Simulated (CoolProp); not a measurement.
Values from CoolProp's reference Helmholtz-energy equation of state, Leachman 2009.

### Question
Give the vapour pressure (MPa), vapour Z, surface tension (mN/m), liquid viscosity (µPa s) of saturated normal hydrogen at 26.3, 27.1, 27.9 K.

### Answer
```tsv
T (K)	p (MPa)	vapour Z	surface tension (mN/m)	liquid viscosity (µPa s)
26.3	0.418	0.762	0.913	8.59
27.1	0.487	0.736	0.784	8.10
27.9	0.563	0.708	0.658	7.61
```

Viscosity comes from a separate model (Muzny 2013). Surface tension comes from a separate correlation (Mulero 2012).
